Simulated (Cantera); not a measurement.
Charge: 1 mol Ta2O5, 180 mol H2, 2.2 mol H2O, at 10.0 Torr.

Method: chemical equilibrium by Gibbs-energy minimisation in Cantera with the NASA 1993 tables (ideal gas, pure condensed phases). Candidate condensed phases: H2O, Ta, Ta2O5; 12 gas species. Equilibrium is a limit: real reactors are often held back by kinetics, nucleation or transport.

Q: Which condensed phases are stable at each of these points (T (K)): 1073, 1173, 1273, 1373, 1473, 1573, 1673, 1773, 1873, 1973, 2073, 2173?

A: 
```tsv
T (K)	condensed phases	Ta condensed (%)
1073	Ta2O5(s)	100.0
1173	Ta2O5(s)	100.0
1273	Ta2O5(s)	100.0
1373	Ta2O5(s)	100.0
1473	Ta2O5(s)	100.0
1573	Ta2O5(s)	100.0
1673	Ta2O5(s)	100.0
1773	Ta2O5(s)	100.0
1873	Ta2O5(s)	100.0
1973	Ta2O5(s)	99.8
2073	Ta2O5(l)	98.9
2173	Ta2O5(l)	94.6
```

From 1073 K to 1973 K the condensed part is Ta2O5(s). From 2073 K to 2173 K the condensed part is Ta2O5(l).
